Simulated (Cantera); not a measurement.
A closed system holds: 1 mol B2O3, 54 mol H2, equilibrated at 925 K and 9.00 Torr.

Method: chemical equilibrium by Gibbs-energy minimisation in Cantera with the NASA 1993 tables (ideal gas, pure condensed phases). Candidate condensed phases: B, B2O3, B3O3H3, H2O; 23 gas species. Equilibrium is a limit: real reactors are often held back by kinetics, nucleation or transport.

### Question
What is the equilibrium state?

### Answer
- x(H2) = 1.000
- n(B2O3(l)) = 1.000 mol
- gas amount = 54.00 mol
- log10 activity of B(s) (absent) = -3.21
- log10 activity of B3O3H3(s) (absent) = -11.92
